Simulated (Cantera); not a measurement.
Input: 1 mol Fe3O4, 3.3 mol CH4, 0.022 mol CO, equilibrated at 3.10 bar.

Cantera equilibrium calculation (NASA polynomials, part measured and part estimated; ideal gas, pure solids and liquids). Candidate condensed phases: C, C6H6, C7H8, C8H18, Fe, Fe(CO)5, FeO, Fe(OH)2, Fe(OH)3, Fe2O3, Fe3O4, H2O; 114 gas species. The numbers say what is thermodynamically allowed, not how fast it happens.

Question: At 1425 °C, list the 5 most abundant gas species with their mole fractions, and the condensed phases.

Answer: H2 0.604, CO 0.325, H2O 0.0609, CO2 0.00962, H 6.38e-5. Condensed: Fe(δ).
